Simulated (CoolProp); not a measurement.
n-perfluorobutane along the isobar 101 kPa: Z from the reference equation and from simpler models built on Tc = 386.3 K, pc = 2322 kPa, ω = 0.372; each cubic takes its own stable root.

The numbers come from the reference Helmholtz-energy equation of state, Gao 2022 in CoolProp.

```tsv
T (K)	phase	reference	van der Waals	Peng-Robinson
252.7	liquid	0.006890	0.9642	0.006441
258.2	liquid	0.006821	0.9660	0.006375
263.7	liquid	0.006758	0.9676	0.006316
269.2	liquid	0.006701	0.9691	0.006265
274.7	gas	0.9545	0.9706	0.9516
280.2	gas	0.9574	0.9719	0.9544
285.7	gas	0.9602	0.9731	0.9570
291.2	gas	0.9627	0.9743	0.9594
296.7	gas	0.9650	0.9754	0.9616
302.2	gas	0.9671	0.9765	0.9637
307.7	gas	0.9691	0.9774	0.9656
```

At some of these states van der Waals gives the other phase, because its saturation line lies elsewhere.
